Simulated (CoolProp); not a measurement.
Vapour-liquid equilibrium of propylene (1) + 1-butene (2) at 11 bar; x and y are mole fractions of (1).

Computed with CoolProp (multi-fluid Helmholtz-energy mixture model, Lemmon 2013 and Lemmon 2005; pair parameters Bell 2016).

| x | bubble temperature, mixture model (°C) | bubble temperature, Raoult's law (°C) | y, mixture model | y, Raoult's law |
|---|---|---|---|---|
| 0.05 | … | 71.4 | … | 0.144 |
| 0.2 | … | 59.4 | 0.381 | 0.454 |
| 0.35 | 52.0 | 49.8 | 0.581 | 0.650 |
| 0.5 | … | 41.9 | … | 0.781 |
| 0.65 | 36.7 | 35.2 | 0.838 | 0.873 |
| 0.8 | … | 29.5 | 0.920 | 0.938 |
| 0.95 | … | 24.6 | 0.982 | 0.987 |

### Question
What belongs in the gaps?

### Answer

- 0.05, bubble temperature, mixture model (°C): 72.3
- 0.05, y, mixture model: 0.109
- 0.2, bubble temperature, mixture model (°C): 61.5
- 0.5, bubble temperature, mixture model (°C): 43.8
- 0.5, y, mixture model: 0.729
- 0.8, bubble temperature, mixture model (°C): 30.4
- 0.95, bubble temperature, mixture model (°C): 24.8

The largest gap from Raoult's law is +2.2 K in bubble temperature, at x = 0.35. No azeotrope shows between x = 0.05 and 0.95.

Pair parameters are fitted to limited data, so mixtures are less certain than the pure fluids.
